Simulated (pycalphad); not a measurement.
**Effect of Hf content in Ti-Hf-B**

Source of the numbers: pycalphad with the COST 507 light-alloy database (1999); pressure 1 atm. The data set is of 1999 and partly superseded. Amounts are mole fractions of atoms. Diffusion is slow at the low end, where real alloys seldom reach equilibrium.

```
alloy                    liquidus (K)  first solid  solidus (K)    phases at 750 K
-----------------------  ------------  -----------  -----------  -----------------
Ti-1.87Hf-0.83B (at.%)           1919          bcc         1814  hcp 0.98, BM 0.02
Ti-5.62Hf-0.83B (at.%)            ___          bcc          ___  hcp 0.98, BM 0.02
Ti-7.5Hf-0.83B (at.%)            1911          bcc         1816  hcp 0.98, BM 0.02
Ti-11.25Hf-0.83B (at.%)          1910          bcc         1818  hcp 0.98, BM 0.02
Ti-15Hf-0.83B (at.%)             1911          bcc         1820  hcp 0.98, BM 0.02
```

**Question.** What belongs in the gaps?

**Answer.** 
- Ti-5.62Hf-0.83B (at.%), liquidus (K): 1913
- Ti-5.62Hf-0.83B (at.%), solidus (K): 1815

Database names, with the compositions (at.%) that they take in these runs: BM: Ti 48-50 B 50 Hf 0-2.
